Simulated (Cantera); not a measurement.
Feed: 1 mol CuO, 2.4 mol CO, equilibrated at 310 Pa.

Cantera equilibrium calculation (NASA polynomials, part measured and part estimated; ideal gas, pure solids and liquids). Candidate condensed phases: C, Cu, CuO, Cu2O; 15 gas species. Rates play no part.

x: gas mole fraction; n: condensed amount in mol.

```json
[
 {"T (°C)": "625", "x CO": "0.583", "x CO2": "0.417", "x Cu": "5.26e-11", "x Cu2": "<1e-12", "n Cu(s)": "1.00", "n Cu(l)": "0"},
 {"T (°C)": "775", "x CO": "0.583", "x CO2": "0.417", "x Cu": "3.16e-8", "x Cu2": "<1e-12", "n Cu(s)": "1.00", "n Cu(l)": "0"},
 {"T (°C)": "925", "x CO": "0.583", "x CO2": "0.417", "x Cu": "3.75e-6", "x Cu2": "…", "n Cu(s)": "1.000", "n Cu(l)": "0"},
 {"T (°C)": "1075", "x CO": "0.583", "x CO2": "0.417", "x Cu": "0.000151", "x Cu2": "…", "n Cu(s)": "1.000", "n Cu(l)": "0"},
 {"T (°C)": "1225", "x CO": "0.582", "x CO2": "0.416", "x Cu": "0.00256", "x Cu2": "…", "n Cu(s)": "0", "n Cu(l)": "0.994"},
 {"T (°C)": "1375", "x CO": "0.568", "x CO2": "0.406", "x Cu": "0.0255", "x Cu2": "…", "n Cu(s)": "0", "n Cu(l)": "0.937"},
 {"T (°C)": "1525", "x CO": "0.484", "x CO2": "0.345", "x Cu": "0.171", "x Cu2": "…", "n Cu(s)": "0", "n Cu(l)": "0.504"}
]
```

Question: Fill in the missing entries.

Answer: 
- 925, x Cu2: 1.04e-10
- 1075, x Cu2: 1.95e-8
- 1225, x Cu2: 9.92e-7
- 1375, x Cu2: 2.37e-5
- 1525, x Cu2: 0.000324
